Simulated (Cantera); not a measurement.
Input: 1 mol AlN, 190 mol H2, 0.85 mol N2.

Equilibrium computed with Cantera from the NASA thermochemical tables; the gas is ideal and each condensed phase is pure. Candidate condensed phases: Al, AlN; 13 gas species. Equilibrium is a limit: real reactors are often held back by kinetics, nucleation or transport.

Stable condensed phases, one row left out:

```
T in K \ P in Pa
              1    6.8     46    320   2200  15000 100000
   1923       A      A      A      A      A      B      B
   1823       A      A      A      A      B      B      B
   1623       A      A      B      B      B      B      B
   1523       A      B      B      B      B      B      B
   1423       B      B      B      B      B      B      B
   1323       B      B      B      B      B      B      B
   1223       B      B      B      B      B      B      B
   1123       B      B      B      B      B      B      B
   1023       B      B      B      B      B      B      B
    923       B      B      B      B      B      B      B
```

A: gas only; B: AlN.

Q: Give the row for 1723 K.

A: 1: gas only; 6.8: gas only; 46: gas only; 320: AlN; 2200: AlN; 15000: AlN; 100000: AlN.
